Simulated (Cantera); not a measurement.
## MgCO3 + H2 (calcination and drying)

A closed system holds: 1 mol MgCO3, a varied amount of H2, at 5.80 bar.

Method: chemical equilibrium by Gibbs-energy minimisation in Cantera with the NASA 1993 tables (ideal gas, pure condensed phases). Candidate condensed phases: C, C6H6, C7H8, C8H18, H2O, Mg, MgCO3, MgO, Mg(OH)2; 116 gas species. Equilibrium is a limit: real reactors are often held back by kinetics, nucleation or transport.

Question: Map the stable condensed phases over T = 825, 875, 925, 975, 1025, 1075, 1125, 1175, 1225, 1275, 1325, 1375, 1425, 1475 K and n(H2) in mol = 0.078, 0.42, 0.76, 1.1, 1.4, 1.8, 2.1.

Answer: 
```
T in K \ n(H2) in mol
         0.078  0.42  0.76   1.1   1.4   1.8   2.1
   1475      A     A     A     A     A     A     A
   1425      A     A     A     A     A     A     A
   1375      A     A     A     A     A     A     A
   1325      A     A     A     A     A     A     A
   1275      A     A     A     A     A     A     A
   1225      A     A     A     A     A     A     A
   1175      A     A     A     A     A     A     A
   1125      A     A     A     A     A     A     A
   1075      A     A     A     A     A     A     A
   1025      A     A     A     A     A     A     A
    975      A     A     A     A     A     A     A
    925      A     A     A     A     A     A     A
    875      A     B     B     B     B     B     A
    825      A     B     B     B     B     B     B
```
A: MgO; B: C + MgO.
